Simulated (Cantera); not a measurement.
A Cantera script and its output.

```python
import numpy as np
import cantera as ct

gas = ct.Solution("gri30.yaml", transport_model="mixture-averaged")
show = ['CH4', 'C2H2', 'H2']

rows = []
print(f"{'T/K':>7s}{'rho':>11s}{'cp':>10s}{'mu':>11s}{'lambda':>11s}{'Pr':>7s}" + "".join(f"{'D_' + s:>11s}" for s in show))
for T in [400, 650, 900, 1150, 1400, 1650, 1900, 2150]:
    gas.TPX = T, 1333, {'N2O': 0.81, 'O2': 0.72}
    Pr = gas.cp_mass * gas.viscosity / gas.thermal_conductivity
    D = [gas.mix_diff_coeffs_mole[gas.species_index(s)] for s in show]
    rows.append([gas.density, gas.cp_mass, gas.viscosity, gas.thermal_conductivity, Pr, *D])
    print(f"{T:7g}{gas.density:11.4e}{gas.cp_mass:10.1f}{gas.viscosity:11.4e}"
          f"{gas.thermal_conductivity:11.4e}{Pr:7.3f}" + "".join(f"{d:11.4e}" for d in D))
print("SI units: kg/m3, J/kg/K, Pa s, W/m/K, m2/s")
```

Output:

```
    T/K        rho        cp         mu     lambda     Pr      D_CH4     D_C2H2       D_H2
    400 1.5375e-02     958.9 2.1854e-05 2.9119e-02  0.720 2.4760e-03 1.8106e-03 8.9616e-03
    650 9.4613e-03    1083.9 3.1848e-05 4.7646e-02  0.724 5.8133e-03 4.3162e-03 2.0359e-02
    900 6.8331e-03    1166.6 4.0192e-05 6.4344e-02  0.729 1.0141e-02 7.5811e-03 3.5058e-02
   1150 5.3477e-03    1215.8 4.7556e-05 7.9461e-02  0.728 1.5339e-02 1.1507e-02 5.2694e-02
   1400 4.3927e-03    1251.2 5.4262e-05 9.3383e-02  0.727 2.1328e-02 1.6032e-02 7.3026e-02
   1650 3.7272e-03    1279.1 6.0490e-05 1.0641e-01  0.727 2.8056e-02 2.1115e-02 9.5878e-02
   1900 3.2367e-03    1301.4 6.6354e-05 1.1878e-01  0.727 3.5480e-02 2.6723e-02 1.2111e-01
   2150 2.8604e-03    1319.5 7.1929e-05 1.3064e-01  0.727 4.3569e-02 3.2833e-02 1.4861e-01
SI units: kg/m3, J/kg/K, Pa s, W/m/K, m2/s
```

Detailed kinetics in Cantera: GRI-Mech 3.0 (53 species, 325 reactions). The composition is frozen, though it would react at the higher temperatures.
